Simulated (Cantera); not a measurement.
Charge: 1 mol CaO, 4.3 mol HBr, 25 mol N2, held at 1775 K and 75.0 Torr.

Equilibrium computed with Cantera from the NASA thermochemical tables; the gas is ideal and each condensed phase is pure. Candidate condensed phases: Br2, Ca, CaBr2, CaO, Ca(OH)2, H2O; 34 gas species. Rates play no part.

Base state: N2 0.844, HBr 0.0566, CaBr2 0.0338, H2O 0.0337, Br 0.0210, H2 0.0105, H 9.39e-5, Br2 4.13e-5 (mole fractions); condensed: gas only.

**Question.** What changes in the equilibrium state with this change: temperature from 1775 K to 1325 K?

**Answer.** 
```csv
species,before,after
N2,0.844,0.876
HBr,0.0566,0.0781
H2O,0.0337,0.0351
CaBr2,0.0338,0.00663
Br,0.0210,0.00242
H2,0.0105,0.00126
H,9.39e-5,1.84e-7
OH,1.88e-5,7.45e-8
Br2,4.13e-5,5.34e-5
"CaBr2(l), mol",0,0.811
```
